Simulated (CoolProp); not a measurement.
Saturation properties of R123 (Tc = 456.8 K, pc = 3.662 MPa, ω = 0.282).

Values from CoolProp's reference Helmholtz-energy equation of state, Younglove 1994. It is a modified Benedict-Webb-Rubin equation, recast in Helmholtz form.

```csv
T (K),p (MPa),liquid density (kg/m³),vapour density (kg/m³),enthalpy of vaporisation (kJ/kg),liquid viscosity (µPa s)
299.8,0.09708,1460,6.217,170.7,410
316.7,0.1734,1415,10.75,163.4,339
333.6,0.2896,1369,17.53,155.5,282
350.6,0.4585,1319,27.39,146.9,237
367.5,0.6910,1266,41.23,137.4,199
384.4,1.002,1207,60.58,126.7,168
401.3,1.407,1141,87.77,114.3,141
418.2,1.923,1063,127.2,99.13,117
```

It boils at 301.0 K under 1 atm.

Viscosity comes from a separate model (Tanaka 1996).
